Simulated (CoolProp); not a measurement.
The numbers come from the reference Helmholtz-energy equation of state, Lemmon 2006 in CoolProp. It is a short technical equation, of lower accuracy than the large ones.

Question: For carbonyl sulfide, give the phase and the Z, cp (kJ/(kg K)), fugacity coefficient at 531.7 K and 1.55 MPa; 211.8 K and 2.31 MPa.

Answer: 
- 531.7 K and 1.55 MPa: gas; Z 0.973, cp 0.853, fugacity coefficient 0.973
- 211.8 K and 2.31 MPa: liquid; Z 0.0656, cp 1.17, fugacity coefficient 0.0265
